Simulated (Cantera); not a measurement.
A perfectly stirred reactor is fed with C3H8 : O2 : N2 = 1 : 4.17 : 15.7 (molar parts), at 2.27 atm; it is adiabatic with a 773 K inlet, and is followed from long to short residence time, starting on the burning branch (τ in s: 0.14, 0.043, 0.013, 0.0041, 0.0012, 0.00038, 0.00012, 3.6e-05, 1.1e-05).

Detailed kinetics in Cantera: GRI-Mech 3.0 (53 species, 325 reactions). GRI-Mech 3.0 was tuned for natural gas; its chemistry of propane as a main component is partial and can be far from experiment.

x: mole fraction; the columns are a selection and need not sum to one.

```csv
τ (s),T (K),x C3H8,x O2,x H,x C2H,x CH2CO,x CO
0.14,2503,3.19e-8,0.00107,0.00245,5.61e-9,[?],0.0580
0.043,2499,1.01e-7,0.00121,0.00260,1.70e-8,[?],0.0581
0.013,2488,3.11e-7,0.00157,0.00299,4.73e-8,[?],0.0586
0.0041,2466,8.67e-7,0.00235,0.00380,1.10e-7,[?],0.0595
0.0012,2424,2.46e-6,0.00388,0.00531,2.37e-7,[?],0.0612
0.00038,2368,6.54e-6,0.00608,0.00730,4.62e-7,[?],0.0636
0.00012,2302,1.86e-5,0.00930,0.00933,9.71e-7,[?],0.0669
3.6e-5,2212,6.80e-5,0.0162,0.00993,2.59e-6,[?],0.0737
1.1e-5,773,0.0479,0.200,<1e-12,<1e-12,<1e-12,<1e-12
```

**Question.** Some entries are withheld; supply them.

**Answer.** 
- 0.14, x CH2CO: 2.45e-8
- 0.043, x CH2CO: 7.59e-8
- 0.013, x CH2CO: 2.24e-7
- 0.0041, x CH2CO: 5.91e-7
- 0.0012, x CH2CO: 1.63e-6
- 0.00038, x CH2CO: 4.34e-6
- 0.00012, x CH2CO: 1.25e-5
- 3.6e-5, x CH2CO: 4.67e-5
